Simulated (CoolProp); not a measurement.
Tetradecamethylhexasiloxane (MD4M) along the isotherm 346.85 °C: density (kg/m³) from the reference equation and from simpler models built on Tc = 380.0 °C, pc = 0.8286 MPa, ω = 0.800; each cubic takes its own stable root.

Values from CoolProp's reference Helmholtz-energy equation of state, Thol 2019.

```tsv
p (MPa)	phase	reference	Redlich-Kwong	Soave-Redlich-Kwong
0.00393	gas	0.3507	0.3506	0.3506
0.00635	gas	0.5675	0.5671	0.5672
0.0103	gas	0.9227	0.9217	0.9220
0.0166	gas	1.493	1.490	1.491
0.0268	gas	2.425	2.417	2.420
0.0433	gas	3.958	3.938	3.944
0.0699	gas	6.499	6.444	6.461
0.113	gas	10.82	10.66	10.71
0.182	gas	18.33	17.86	18.01
0.295	gas	32.84	31.20	31.74
0.476	gas	67.67	59.33	62.40
0.769	liquid	500.0	379.5	423.8
1.24	liquid	518.5	421.8	451.8
```
